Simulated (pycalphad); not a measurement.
**Freezing of Sn-Si alloys with rising Si**

Source of the numbers: pycalphad with the COST 507 light-alloy database (1999); pressure 1 atm. These are 1990s assessments: newer ones move some temperatures and phases. Phase fractions are per mole of atoms.

Scheil-Gulliver runs (no diffusion in the solid, steps of 2 K) beside full equilibrium.

```tsv
alloy	liquidus (K)	Scheil, half solid (K)	Scheil, 80 % solid (K)	Scheil, invariant end (K)	liquid left at that end	equilibrium solidus (K)
Sn-0.06401Si (wt.%)	973	at the invariant end	at the invariant end	505	1.00	505
Sn-0.1283Si (wt.%)	1047	at the invariant end	at the invariant end	505	0.99	505
Sn-0.26Si (wt.%)	1131	at the invariant end	at the invariant end	505	0.99	505
Sn-1.067Si (wt.%)	1323	at the invariant end	at the invariant end	505	0.96	505
```
